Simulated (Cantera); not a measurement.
Moist CO burnout

An isothermal, constant-pressure homogeneous reactor starts with CO : O₂ : H₂O : N₂ = 0.0019 : 0.0026 : 0.0046 : 1 (molar parts), equivalence ratio 0.37, at 1250 K and 0.290 bar.

Computed with Cantera and GRI-Mech 3.0 (53 species, 325 reactions).

```csv
t (s),x CO,x O₂,x H₂O,x H₂,x NO,x H,x OH
0.00100,0.00188,0.00258,0.00456,1.23e-12,<1e-12,1.20e-11,3.37e-11
0.00251,0.00188,0.00258,0.00456,2.43e-11,<1e-12,9.13e-11,1.75e-10
0.00631,0.00188,0.00258,0.00456,5.43e-10,<1e-12,9.65e-10,1.62e-9
0.0158,0.00188,0.00258,0.00456,6.51e-8,<1e-12,9.05e-8,1.49e-7
0.0398,0.00117,0.00224,0.00433,0.000108,1.29e-8,0.000176,6.30e-5
0.100,0.000104,0.00170,0.00443,6.96e-5,1.54e-7,6.80e-5,4.80e-5
0.251,1.39e-5,0.00164,0.00454,9.88e-6,1.71e-7,3.41e-6,1.75e-5
0.631,2.11e-6,0.00164,0.00456,1.53e-6,1.73e-7,2.13e-7,6.96e-6
1.58,3.49e-7,0.00164,0.00456,3.11e-7,1.74e-7,2.02e-8,3.20e-6
3.98,7.26e-8,0.00164,0.00456,8.37e-8,1.74e-7,2.92e-9,1.68e-6
10.0,2.18e-8,0.00164,0.00456,2.95e-8,1.74e-7,6.23e-10,1.01e-6
```
x: mole fraction; the columns are a selection and need not sum to one.

Equilibrium at this temperature and pressure: CO 4.72e-9, O₂ 0.00162, H₂O 0.00456, H₂ 7.30e-9, NO 2.80e-5, H 7.72e-11, OH 4.98e-7 (gas phase only).
